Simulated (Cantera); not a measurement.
Input (Python, Cantera):

```python
import numpy as np
import cantera as ct

gas = ct.Solution("gri30.yaml")


def delay(T, t_max=10):
    gas.TPX = T, 101325, {'CH4': 1, 'C2H6': 0.09, 'C3H8': 0.035, 'O2': 2.26, 'N2': 8.51}
    reactor = ct.IdealGasReactor(gas, clone=False)
    net = ct.ReactorNet([reactor])
    net.rtol, net.atol = 1e-8, 1e-16
    while net.time < t_max:
        t_old, T_old = net.time, reactor.T
        net.step()
        if reactor.T > T + 400:  # ignition: a rise of 400 K
            return t_old + (T + 400 - T_old) / (reactor.T - T_old) * (net.time - t_old)
    return np.nan


taus = []
for T in [1298, 1373, 1448, 1523, 1598, 1673, 1748]:
    taus.append(delay(T))
    print(f"T0 = {T:6g} K   tau = {taus[-1]:.4e} s")
```

It prints:

```
T0 =   1298 K   tau = 1.6025e-03 s
T0 =   1373 K   tau = 6.6191e-04 s
T0 =   1448 K   tau = 3.0097e-04 s
T0 =   1523 K   tau = 1.5149e-04 s
T0 =   1598 K   tau = 8.4072e-05 s
T0 =   1673 K   tau = 5.0924e-05 s
T0 =   1748 K   tau = 3.3236e-05 s
```

Model: GRI-Mech 3.0 (53 species, 325 reactions), integrated in Cantera.
